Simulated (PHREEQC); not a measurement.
Dissolve 0.13 mol HF, 0.16 mol NH4F and 0.002 mol (NH4)2SiF6 per kg of water at 25 °C. Closed to the air; pH follows from the charge balance.

All values are PHREEQC results (ion-association model, phreeqc.dat), not measurements.

```yaml
pH: 3.15
ionic_strength: 0.167 mol/kgw
activity_of_water: 0.993
density: 1.001 g/cm³
total_alkalinity: -138 meq/kg
```

| species | molality | activity | log γ |
|---|---|---|---|
| NH4+ | 0.164 | 0.115 | -0.156 |
| F- | 0.120 | 0.0868 | -0.142 |
| HF | 0.0885 | 0.0920 | 0.017 |
| HF2- | 0.0406 | 0.0306 | -0.122 |
| SiF6-2 | 0.00200 | 0.000634 | -0.499 |
| H+ | 0.000878 | 0.000707 | -0.094 |
| NH3 | 8.88e-8 | 9.23e-8 | 0.017 |

This is a speciation only: nothing precipitates in the calculation. SiF6-2 is the database's only silicon fluoride.
